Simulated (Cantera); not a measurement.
## Thermodynamics of abatement and gas-phase synthesis, feed CO₂ + O₂ + H₂

A closed system holds: 1 mol CO₂, 2.8 mol O₂, 0.74 mol H₂, equilibrated at 375 °C and 1 atm.

Cantera equilibrium calculation (NASA polynomials, part measured and part estimated; ideal gas, pure solids and liquids). Candidate condensed phases: C, C₆H₆, C₇H₈, C₈H₁₈, H₂O; 110 gas species. Kinetics and transport are ignored.

```json
{
  "x(O₂)": "0.583",
  "x(CO₂)": "0.240",
  "x(H₂O)": "0.177",
  "gas_amount": "4.170 mol",
  "log10 activity of C(graphite) (absent)": "-32.24"
}
```
